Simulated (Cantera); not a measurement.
A perfectly stirred reactor is fed with NH3 : N2 = 1 : 8.2 (molar parts), at 120 Torr; it is held at 1948 K, and followed from long to short residence time.

Cantera simulation using the gas-phase N/H chemistry of the illustrative SiF4/NH3 mechanism in the Surface Chemkin manual (1991); the numbers are that mechanism's predictions, not measurements. Walls and surfaces, which speed up NH3 decomposition in real reactors, are not modelled.

### Question
Predict: x(NH3) at τ = 15.0 s; x(H) at τ = 15.0 s; x(N2H2) at τ = 15.0 s; x(N2) at τ = 15.0 s; x(N) at τ = 15.0 s; x(NH3) at τ = 0.170 s; x(H) at τ = 0.170 s; x(N2H2) at τ = 0.170 s; x(N2) at τ = 0.170 s; x(N) at τ = 0.170 s.

### Answer
* **x(NH3) at τ = 15.0 s**: 0.00276
* **x(H) at τ = 15.0 s**: 0.000373
* **x(N2H2) at τ = 15.0 s**: 8.41e-9
* **x(N2) at τ = 15.0 s**: 0.854
* **x(N) at τ = 15.0 s**: 6.14e-7
* **x(NH3) at τ = 0.170 s**: 0.0707
* **x(H) at τ = 0.170 s**: 5.46e-5
* **x(N2H2) at τ = 0.170 s**: 3.78e-7
* **x(N2) at τ = 0.170 s**: 0.878
* **x(N) at τ = 0.170 s**: 6.06e-7
